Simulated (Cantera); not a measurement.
Source: NASA polynomial tables (part measured, part estimated), evaluated in Cantera. Values are per mole of reaction as written; species without (g) are pure solids or liquids, kept so even where they would boil at 1 bar.

**Question.** Between 300 and 625 K, where is each reaction favourable under standard conditions?
- 0.6667 Al + I2(g) = 0.6667 AlI3(g)
- H2(g) + I2(g) = 2 HI(g)
- Mg + I2(g) = MgI2

**Answer.** 
- 0.6667 Al + I2(g) = 0.6667 AlI3(g): ΔG° is -182 kJ at 300 K and -172 kJ at 625 K; it stays negative (K > 1). ΔH° is -192 kJ and ΔS° -32 J/K at 625 K.
- H2(g) + I2(g) = 2 HI(g): ΔG° is -16 kJ at 300 K and -22 kJ at 625 K; it stays negative (K > 1). ΔH° is -12 kJ and ΔS° 16 J/K at 625 K.
- Mg + I2(g) = MgI2: ΔG° is -380 kJ at 300 K and -329 kJ at 625 K; it stays negative (K > 1). ΔH° is -424 kJ and ΔS° -152 J/K at 625 K.
